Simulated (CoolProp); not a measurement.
The fluoroketone C6F12O (FK-5-1-12) along the isotherm 396.7 K: density (kg/m³) from the reference equation and from simpler models built on Tc = 441.8 K, pc = 1.869 MPa, ω = 0.471; each cubic takes its own stable root.

Computed with CoolProp (reference Helmholtz-energy equation of state, McLinden 2015).

```tsv
p (MPa)	phase	reference
0.0296	gas	2.860
0.056	gas	5.451
0.106	gas	10.47
0.201	gas	20.45
0.382	gas	41.42
0.724	gas	92.71
1.37	liquid	1244
2.6	liquid	1272
4.93	liquid	1313
9.35	liquid	1366
```

Q: How far does each simpler model (van der Waals, Redlich-Kwong, Soave-Redlich-Kwong, Peng-Robinson) lie from the reference over these 10 states: mean and median of the absolute difference, and the worst?

A: 
- van der Waals: mean 15.9 %, median 6.3 %, worst -41.3 % at 396.7 K and 1.37 MPa
- Redlich-Kwong: mean 6.5 %, median 3.2 %, worst -20.0 % at 396.7 K and 1.37 MPa
- Soave-Redlich-Kwong: mean 4.1 %, median 1.1 %, worst -12.8 % at 396.7 K and 1.37 MPa
- Peng-Robinson: mean 1.1 %, median 0.4 %, worst +5.1 % at 396.7 K and 9.35 MPa
